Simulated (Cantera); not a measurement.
# Diamond growth

A diamond (100) surface in a fixed gas of H2 with x(CH4) = 0.014, x(H) = 0.0028, x(CH3) = 5.1e-05, 51.8 Torr; coverages are run to steady state.

Computed with Cantera and the Harris–Goodwin 1993 mechanism for the reconstructed diamond (100) surface.

```json
[
 {"T (K)": "925", "growth (µm/h)": "1.24", "θ c6HH": "0.657", "θ c6H*": "0.0120", "θ c6*H": "0.309", "θ c6**": "0.00530", "θ c6HM": "0.0134"},
 {"T (K)": "1000", "growth (µm/h)": "1.74", "θ c6HH": "0.590", "θ c6H*": "0.0181", "θ c6*H": "0.369", "θ c6**": "0.00939", "θ c6HM": "0.00927"},
 {"T (K)": "1075", "growth (µm/h)": "1.95", "θ c6HH": "0.530", "θ c6H*": "0.0251", "θ c6*H": "0.421", "θ c6**": "0.0151", "θ c6HM": "0.00561"},
 {"T (K)": "1150", "growth (µm/h)": "1.46", "θ c6HH": "0.477", "θ c6H*": "0.0328", "θ c6*H": "0.464", "θ c6**": "0.0222", "θ c6HM": "0.00232"},
 {"T (K)": "1225", "growth (µm/h)": "0.848", "θ c6HH": "0.432", "θ c6H*": "0.0407", "θ c6*H": "0.496", "θ c6**": "0.0304", "θ c6HM": "0.000647"},
 {"T (K)": "1300", "growth (µm/h)": "0.625", "θ c6HH": "0.394", "θ c6H*": "0.0485", "θ c6*H": "0.518", "θ c6**": "0.0390", "θ c6HM": "0.000156"},
 {"T (K)": "1375", "growth (µm/h)": "0.579", "θ c6HH": "0.365", "θ c6H*": "0.0560", "θ c6*H": "0.532", "θ c6**": "0.0475", "θ c6HM": "3.75e-5"}
]
```
θ: site fractions in the mechanism's names (c6HH fully hydrogenated, c6H* and c6*H radical sites, c6** diradical, c6HM methylated).
